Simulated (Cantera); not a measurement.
Feed: 1 mol C₃H₈, 0.64 mol NH₃, held at 1473.15 K and 1.33 mbar.

Cantera equilibrium calculation (NASA polynomials, part measured and part estimated; ideal gas, pure solids and liquids). Candidate condensed phases: C, C₆H₆, C₇H₈, C₈H₁₈; 92 gas species. Kinetics and transport are ignored.

Base state: H₂ 0.939, N₂ 0.0605, H 0.000336, HCN 0.000208 (mole fractions); condensed: C(graphite).

### Question
What changes in the equilibrium state with this change: temperature from 1473.15 K to 2048.15 K?

### Answer
| species | before | after |
|---|---|---|
| H₂ | 0.939 | 0.881 |
| H | 0.000336 | 0.0576 |
| N₂ | 0.0605 | 0.0568 |
| HCN | 0.000208 | 0.00397 |
| C₂H₂ (acetylene) | 6.12e-6 | 0.000924 |
| HNC | 3.21e-6 | 0.000245 |
| C(graphite), mol | 3.00 | 2.97 |
